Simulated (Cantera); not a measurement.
Cantera run, input and output.

```python
import numpy as np
import cantera as ct

gas = ct.Solution("gri30.yaml", transport_model="multicomponent")
show = ['CH4', 'CH3', 'O']

rows = []
print(f"{'T/K':>7s}{'rho':>11s}{'cp':>10s}{'mu':>11s}{'lambda':>11s}{'Pr':>7s}" + "".join(f"{'D_' + s:>11s}" for s in show))
for T in [400, 650, 900, 1150, 1400, 1650, 1900]:
    gas.TPX = T, 1000000, {'CO2': 0.78, 'C2H2': 0.57, 'CH4': 0.41, 'CH3OH': 0.97}
    Pr = gas.cp_mass * gas.viscosity / gas.thermal_conductivity
    D = [gas.mix_diff_coeffs_mole[gas.species_index(s)] for s in show]
    rows.append([gas.density, gas.cp_mass, gas.viscosity, gas.thermal_conductivity, Pr, *D])
    print(f"{T:7g}{gas.density:11.4e}{gas.cp_mass:10.1f}{gas.viscosity:11.4e}"
          f"{gas.thermal_conductivity:11.4e}{Pr:7.3f}" + "".join(f"{d:11.4e}" for d in D))
print("SI units: kg/m3, J/kg/K, Pa s, W/m/K, m2/s")
```

Output:

```
    T/K        rho        cp         mu     lambda     Pr      D_CH4      D_CH3        D_O
    400 9.5631e+00    1466.4 1.5466e-05 3.1509e-02  0.720 2.9382e-06 3.0660e-06 4.4479e-06
    650 5.8850e+00    1882.2 2.3720e-05 6.1978e-02  0.720 7.0715e-06 7.3570e-06 1.0428e-05
    900 4.2503e+00    2178.8 3.0787e-05 9.3233e-02  0.719 1.2477e-05 1.2963e-05 1.8181e-05
   1150 3.3263e+00    2408.4 3.7019e-05 1.2413e-01  0.718 1.8984e-05 1.9709e-05 2.7491e-05
   1400 2.7323e+00    2574.6 4.2651e-05 1.5318e-01  0.717 2.6487e-05 2.7487e-05 3.8221e-05
   1650 2.3183e+00    2698.3 4.7838e-05 1.8040e-01  0.716 3.4914e-05 3.6224e-05 5.0272e-05
   1900 2.0133e+00    2790.4 5.2686e-05 2.0583e-01  0.714 4.4213e-05 4.5864e-05 6.3573e-05
SI units: kg/m3, J/kg/K, Pa s, W/m/K, m2/s
```

Computed with Cantera and GRI-Mech 3.0 (53 species, 325 reactions). Polar gases are described roughly by these parameters. The composition is frozen, though it would react at the higher temperatures.
